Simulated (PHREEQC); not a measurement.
Dissolve 0.0094 mol CaCl2, 0.0029 mol CO2 and 0.002 mol MgSO4 per kg of water at 91 °C. Closed to the air; pH follows from the charge balance.

All values are PHREEQC results (ion-association model, phreeqc.dat), not measurements.

| Item | Result |
|---|---|
| pH | 4.49 |
| ionic strength | 0.0325 mol/kgw |
| specific conductance | 6700 µS/cm |

```json
[
 {"species": "Cl-", "molality": "0.0188", "activity": "0.0154", "log γ": "-0.086"},
 {"species": "Ca+2", "molality": "0.00883", "activity": "0.00424", "log γ": "-0.318"},
 {"species": "CO2", "molality": "0.00285", "activity": "0.00287", "log γ": "0.003"},
 {"species": "Mg+2", "molality": "0.00163", "activity": "0.000797", "log γ": "-0.310"},
 {"species": "SO4-2", "molality": "0.00105", "activity": "0.000499", "log γ": "-0.325"},
 {"species": "CaSO4", "molality": "0.000561", "activity": "0.000565", "log γ": "0.003"},
 {"species": "MgSO4", "molality": "0.000373", "activity": "0.000375", "log γ": "0.003"},
 {"species": "HCO3-", "molality": "4.43e-5", "activity": "3.69e-5", "log γ": "-0.079"},
 {"species": "H+", "molality": "3.77e-5", "activity": "3.22e-5", "log γ": "-0.068"},
 {"species": "HSO4-", "molality": "1.07e-5", "activity": "8.83e-6", "log γ": "-0.084"},
 {"species": "CaHCO3+", "molality": "3.85e-6", "activity": "3.22e-6", "log γ": "-0.077"},
 {"species": "MgHCO3+", "molality": "7.87e-7", "activity": "6.48e-7", "log γ": "-0.085"},
 {"species": "(CO2)2", "molality": "6.73e-7", "activity": "6.78e-7", "log γ": "0.003"},
 {"species": "CaHSO4+", "molality": "5.46e-7", "activity": "4.51e-7", "log γ": "-0.084"}
]
```

No solid was allowed to form. Away from 25 °C the constants follow the database's enthalpies or fits; those with neither stay at their 25 °C values.
